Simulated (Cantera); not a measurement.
Charge: 1 mol Si, a varied amount of Br₂, 42 mol N₂, held at 1223 K and 13300 Pa.

These are equilibrium values from Cantera (NASA tables, ideal gas, pure condensed phases), not measurements of a reactor. Candidate condensed phases: Br₂, Si, Si₃N₄; 13 gas species. N₂ is the only nitrogen source here; it is nearly inert below about 1500 K, so the nitride shown seldom forms there in practice. The tables' values for SiBr₃ are old estimates; treat these amounts as uncertain. The numbers say what is thermodynamically allowed, not how fast it happens.

log p: log10 of the partial pressure in bar; n: condensed amount in mol.

```tsv
n(Br₂) (mol)	log p N₂	log p SiBr₄	log p Br	log p Br₂	n Si₃N₄(s)
0.54	-0.88	-3.08	-4.45	-6.30	0.243
0.7	-0.88	-2.96	-4.43	-6.24	0.217
0.86	-0.88	___	-4.40	-6.20	___
1	-0.88	___	-4.39	-6.17	___
1.2	-0.88	-2.73	-4.37	-6.13	0.133
1.3	-0.88	-2.70	-4.36	-6.11	0.116
1.5	-0.88	-2.64	-4.35	-6.08	0.0830
1.6	-0.88	-2.61	-4.34	-6.07	0.0663
1.8	-0.88	-2.56	-4.33	-6.04	0.0329
2	-0.89	-2.51	-4.26	-5.91	0
2.1	-0.89	-2.51	-3.34	-4.08	0
2.3	-0.89	-2.51	-3.00	-3.38	0
2.4	-0.89	-2.51	-2.91	-3.21	0
```

Problem. Complete the blanks.

Solution. 
- 1, log p SiBr₄: -2.81
- 1, n Si₃N₄(s): 0.167
- 0.86, log p SiBr₄: -2.87
- 0.86, n Si₃N₄(s): 0.190
